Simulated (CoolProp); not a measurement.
A single-stage vapour-compression cycle with R1336mzz(E): evaporating at 312.15 K (dew point), condensing at 375.15 K (bubble point), superheat 5 K, subcooling 2 K, compressor efficiency 0.9, no pressure losses. Each further row changes one setting.

The numbers come from the reference Helmholtz-energy equation of state, Akasaka 2023 in CoolProp.

| case | cooling COP | pressure ratio | discharge temperature (K) | refrigerating effect (kJ/kg) | volumetric capacity (kJ/m³) |
|---|---|---|---|---|---|
| as stated | 2.43 | 5.07 | 375.1 | 58.6 | 1250 |
| evaporating temperature 317.15 K | 2.83 | 4.34 | 375.1 | 62.0 | 1540 |
| condensing temperature 370.15 K | 2.89 | 4.55 | 370.1 | 65.9 | 1410 |
| subcooling 7 K | 2.74 | 5.07 | 375.1 | 66.1 | 1410 |
| superheat 15 K | 2.62 | 5.07 | 378.9 | 67.5 | 1380 |
| compressor efficiency 0.8 | 2.16 | 5.07 | 375.1 | 58.6 | 1250 |

The compression ends wet for: as stated; evaporating temperature 317.15 K; condensing temperature 370.15 K; subcooling 7 K; compressor efficiency 0.8.
